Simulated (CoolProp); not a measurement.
R407C at 293.15 K and 0.426 MPa is compressed adiabatically to 2.05 MPa with isentropic efficiency 0.7. Each further row changes one setting.

Computed with CoolProp (reference Helmholtz-energy equation of state, Lemmon 2003). It is a pseudo-pure fit of the blend.

```csv
case,work (kJ/kg),final temperature (K),final density (kg/m³)
as stated,…,…,…
efficiency 1,…,…,…
efficiency 0.65,66.6,381.6,…
```

### Question
What belongs in the gaps?

### Answer

- as stated, work (kJ/kg): 61.9
- as stated, final temperature (K): 377.3
- as stated, final density (kg/m³): 66.2
- efficiency 1, work (kJ/kg): 43.3
- efficiency 1, final temperature (K): 360.9
- efficiency 1, final density (kg/m³): 71.8
- efficiency 0.65, final density (kg/m³): 64.9
